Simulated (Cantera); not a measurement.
Charge: 1 mol B, 8.4 mol O₂, 0.46 mol N₂, at 133 Pa.

Method: chemical equilibrium by Gibbs-energy minimisation in Cantera with the NASA 1993 tables (ideal gas, pure condensed phases). Candidate condensed phases: B, BN, B₂O₃; 17 gas species. The numbers say what is thermodynamically allowed, not how fast it happens. All values below are at 1750 °C.

Base state: O₂ 0.849, N₂ 0.0503, BO₂ 0.0382, B₂O₃ 0.0377, O 0.0201, NO 0.00414, BO 0.000264 (mole fractions); condensed: gas only.

Problem. What changes in the equilibrium state with this change: N₂ from 0.46 to 96 mol?

Solution. 
```tsv
species	before	after
N₂	0.0503	0.915
O₂	0.849	0.0666
O	0.0201	0.00563
B₂O₃	0.0377	0.00225
BO₂	0.0382	0.00494
BO	0.000264	0.000122
NO	0.00414	0.00495
```
